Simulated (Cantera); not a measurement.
A freely propagating, adiabatic, planar premixed flame of C3H8 : O2 : N2 = 1 : 3.57 : 13.4 (molar parts), equivalence ratio 1.4, unburnt at 550 K and 380000 Pa; multicomponent+Soret transport, grid criteria slope 0.08 and curve 0.16, no radiation.

Model: GRI-Mech 3.0 (53 species, 325 reactions), integrated in Cantera. GRI-Mech 3.0 was tuned for natural gas; its chemistry of propane as a main component is partial and can be far from experiment. Burning velocities carry a grid error of a few per cent, more on coarse grids.

Predict: laminar burning velocity; thermal thickness; peak x(O); peak x(OH); peak x(HCN); peak x(H2).


| Quantity | Result |
|---|---|
| laminar burning velocity | 62.3 cm/s |
| thermal thickness | 0.119 mm |
| peak x(O) | 0.000294 |
| peak x(OH) | 0.00222 |
| peak x(HCN) | 5.11e-5 |
| peak x(H2) | 0.0494 |
